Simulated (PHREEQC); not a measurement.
A solution holds 0.11 mol/kgw NH4HF2, 0.0025 mol/kgw H2SiF6, 0.098 mol/kgw H3AsO4 and 3.7e-05 mol/kgw HCl, at 13 °C. Closed to the air; pH follows from the charge balance.

Model: ion-association model, wateq4f.dat, run in PHREEQC.

pH: 2.47
ionic strength: 0.117 mol/kgw
activity of water: 0.993
total alkalinity: -223 meq/kg

| species | molality | activity | log γ |
|---|---|---|---|
| NH4+ | 0.110 | 0.0854 | -0.110 |
| HF | 0.0947 | 0.0973 | 0.012 |
| H2AsO4- | 0.0674 | 0.0523 | -0.110 |
| H2F2 | 0.0366 | 0.0376 | 0.012 |
| F- | 0.0313 | 0.0236 | -0.123 |
| H3AsO4 | 0.0306 | 0.0315 | 0.012 |
| HF2- | 0.0104 | 0.00787 | -0.123 |
| H+ | 0.00413 | 0.00340 | -0.085 |
| SiF6-2 | 0.00250 | 0.000911 | -0.439 |
| Cl- | 3.70e-5 | 2.80e-5 | -0.121 |
| HAsO4-2 | 2.78e-6 | 1.01e-6 | -0.439 |
| NH3 | 5.92e-9 | 5.92e-9 | 0.000 |

This is a speciation only: nothing precipitates in the calculation. wateq4f.dat counts part of the HF as a dimer, H2F2, which phreeqc.dat doesn't know; its constant is uncertain. Away from 25 °C the constants follow the database's enthalpies or fits; those with neither stay at their 25 °C values. SiF6-2 is the database's only silicon fluoride.
